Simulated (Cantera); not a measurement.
A Cantera script and what it prints.

```python
import numpy as np
import cantera as ct

gas_names = [...]  # 113 gases of nasa_gas.yaml made of C, H, O, Pb
cond_names = """
    C(gr) C6H6(L) C7H8(L) C8H18(L),n-octa H2O(s) H2O(L) Pb(cr) Pb(L) PbO(rd) PbO(yw) PbO(L) PbO2(s)
    Pb3O4(s)
""".split()


# ... load() reads the species with a 1 bar reference pressure and builds the phases ...
atoms = {
    'PbO': {'Pb': 1, 'O': 1},
    'CH4': {'C': 1, 'H': 4},
    'CO': {'C': 1, 'O': 1},
}
top_T = {'C(gr)': 4500, 'Pb3O4(s)': 820}  # K; cautious upper limits of use, not melting points


# ... equilibrate(T, P, feed) seeds the gas with the atoms and calls Mixture.equilibrate('TP', solver="vcs", rtol=1e-11, max_steps=5000) ...
results = []
T = 1450  # K
P = 13332.2  # Pa
for m in [0.37, 1.1, 1.8, 2.5, 3.2, 3.9, 4.7, 5.4]:
    feed = {'PbO': 1, 'CH4': m, 'CO': 2.5}  # mol
    mix = equilibrate(T, P, feed)
    results.append((T, P, feed, dict(zip(mix.species_names, mix.species_moles))))

top = {s: max(r[3][s] / sum(r[3][g] for g in gas_names) for r in results) for s in gas_names}
cols = sorted((s for s in top if top[s] > 0.0001), key=lambda s: -top[s])[:5]
seen = [c for c in cond_names if any(r[3].get(c, 0) > 1e-12 for r in results)]
print("log10 of partial pressures in bar; condensed amounts in mol")
print(f"{'n(CH4)':>10s}" + "".join(f"{s[:9]:>10s}" for s in cols + seen))
for T, P, feed, n in results:
    ng = sum(n[g] for g in gas_names)
    print(f"{feed['CH4']:10.4g}" + "".join(f"{np.log10(max(n[s] / ng * P / 1e5, 1e-99)):10.3f}" for s in cols)
          + "".join(f"{n.get(c, 0):10.4g}" for c in seen))
```

Output:

```
log10 of partial pressures in bar; condensed amounts in mol
    n(CH4)        H2        CO        Pb       CO2       H2O     C(gr)     Pb(L)
      0.37    -1.762    -1.094    -1.827    -1.864    -2.156         0    0.5455
       1.1    -1.340    -1.138    -1.827    -5.256    -5.082    0.1003    0.2825
       1.8    -1.222    -1.234    -1.827    -5.447    -5.058       0.8    0.1063
       2.5    -1.154    -1.309    -1.853    -5.597    -5.066       1.5         0
       3.2    -1.107    -1.368    -1.913    -5.716    -5.078     2.199         0
       3.9    -1.073    -1.421    -1.965    -5.821    -5.097     2.899         0
       4.7    -1.045    -1.474    -2.018    -5.927    -5.122     3.698         0
       5.4    -1.027    -1.516    -2.060    -6.011    -5.145     4.397         0
```

Method: chemical equilibrium by Gibbs-energy minimisation in Cantera with the NASA 1993 tables (ideal gas, pure condensed phases).
